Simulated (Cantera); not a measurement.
Feed: 1 mol Cr, 0.28 mol O₂, 0.84 mol N₂, equilibrated at 2327 °C and 1 atm.

Cantera equilibrium calculation (NASA polynomials, part measured and part estimated; ideal gas, pure solids and liquids). Candidate condensed phases: Cr, CrN, Cr₂N, Cr₂O₃; 14 gas species. Mutual solubility and eutectic melting of coexisting phases are not modelled. Equilibrium is a limit: real reactors are often held back by kinetics, nucleation or transport.

**Question.** What is the equilibrium state?

**Answer.** 
```json
{
  "x(N₂)": "0.832",
  "x(Cr)": "0.151",
  "x(CrO)": "0.0164",
  "x(CrO₂)": "0.000497",
  "x(NO)": "5.60e-5",
  "x(O)": "2.12e-5",
  "x(CrN)": "5.87e-6",
  "n(Cr(l))": "0.469 mol",
  "n(Cr₂O₃(s))": "0.181 mol",
  "gas_amount": "1.010 mol"
}
```
